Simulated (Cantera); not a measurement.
**Si + Cl₂ + H₂ (chlorosilane synthesis and conversion)**

Charge: 1 mol Si, 1.8 mol Cl₂, 1.7 mol H₂, held at 93000 Pa.

Equilibrium computed with Cantera from the NASA thermochemical tables; the gas is ideal and each condensed phase is pure. Candidate condensed phases: Si; 19 gas species. The tables' values for SiCl₃ are old estimates; treat these amounts as uncertain. Kinetics and transport are ignored.

```csv
T (K),x H₂,x SiCl₄,x SiHCl₃,x HCl,x SiCl₃,x SiCl₂,x SiH₂Cl₂,n Si(s)
598,0.614,0.270,0.113,3.85e-5,4.42e-7,1.05e-9,0.00236,0.0256
648,0.615,0.272,0.111,0.000118,2.29e-6,1.28e-8,0.00260,0.0268
698,0.615,0.273,0.108,0.000307,9.35e-6,1.08e-7,0.00281,0.0282
748,0.616,0.275,0.106,0.000700,3.16e-5,6.85e-7,0.00299,0.0295
798,0.616,0.276,0.104,0.00144,9.13e-5,3.43e-6,0.00315,0.0311
848,0.615,0.276,0.102,0.00271,0.000232,1.41e-5,0.00329,0.0328
898,0.615,0.277,0.0998,0.00474,0.000532,4.95e-5,0.00341,0.0350
948,0.613,0.276,0.0978,0.00781,0.00111,0.000151,0.00350,0.0375
998,0.611,0.275,0.0956,0.0122,0.00215,0.000412,0.00357,0.0404
1048,0.607,0.273,0.0932,0.0182,0.00389,0.00101,0.00362,0.0437
1098,0.602,0.269,0.0905,0.0260,0.00662,0.00229,0.00364,0.0468
1148,0.595,0.263,0.0872,0.0360,0.0107,0.00477,0.00362,0.0493
1198,0.586,0.254,0.0832,0.0480,0.0163,0.00928,0.00357,0.0499
```
x: gas mole fraction; n: condensed amount in mol.

From 598 K to 1198 K the condensed part is Si(s). The main Si-bearing gas is SiCl₄ throughout. The share of Si in condensed phases is highest at 1198 K (5.0 %) and lowest at 598 K (2.6 %).
